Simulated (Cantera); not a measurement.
Input (Python, Cantera) and output of one run.

```python
import numpy as np
import cantera as ct

gas_names = """
    TiOCL2 TiCL3
""".split()
cond_names = """
    Ti3O5(a) Ti3O5(b) Ti3O5(L) TiCL4(L)
""".split()


# ... load() reads the species with a 1 bar reference pressure and builds the phases ...
species = {s.name: s for s in load("nasa_gas.yaml", gas_names) + load("nasa_condensed.yaml", cond_names)}
# Each term lists the table entries of one substance; the one whose range holds T is used.
reactions = {
    'Ti3O5 + 4 TiCl4 = 5 TiOCl2(g) + 2 TiCl3(g)':
        [(-1, ['Ti3O5(a)', 'Ti3O5(b)', 'Ti3O5(L)']), (-4, ['TiCL4(L)']), (5, ['TiOCL2']), (2, ['TiCL3'])],
}


def pick(names, T):
    return next(species[n] for n in names if species[n].thermo.min_temp <= T <= species[n].thermo.max_temp)


results = []
for label, terms in reactions.items():
    print(label)
    print("     T/K   dH/kJ  dS/(J/K)   dG/kJ   log10 K")
    for T in [400, 425, 450, 475, 500, 525]:
        used = [(nu, pick(names, T)) for nu, names in terms]
        dH = sum(nu * s.thermo.h(T) for nu, s in used) / 1e6
        dS = sum(nu * s.thermo.s(T) for nu, s in used) / 1e3
        dG = dH - T * dS / 1e3
        logK = -dG * 1e6 / (ct.gas_constant * T * np.log(10))
        results.append((label, T, dH, dS, dG, logK, [s.name for _, s in used]))
        print(f"{T:8g} {dH:8.1f} {dS:8.1f} {dG:8.1f} {logK:8.2f}")
```

It prints:

```
Ti3O5 + 4 TiCl4 = 5 TiOCl2(g) + 2 TiCl3(g)
     T/K   dH/kJ  dS/(J/K)   dG/kJ   log10 K
     400   1845.9   1031.8   1433.2  -187.15
     425   1840.1   1017.8   1407.6  -172.99
     450   1834.3   1004.5   1382.3  -160.45
     475   1815.5    963.1   1358.1  -149.34
     500   1810.0    951.8   1334.1  -139.37
     525   1804.6    941.2   1310.5  -130.38
```

Standard-state values (1 bar) from the NASA 1993 polynomials, evaluated with Cantera. Condensed species are held in their standard states even where they would react or evaporate.
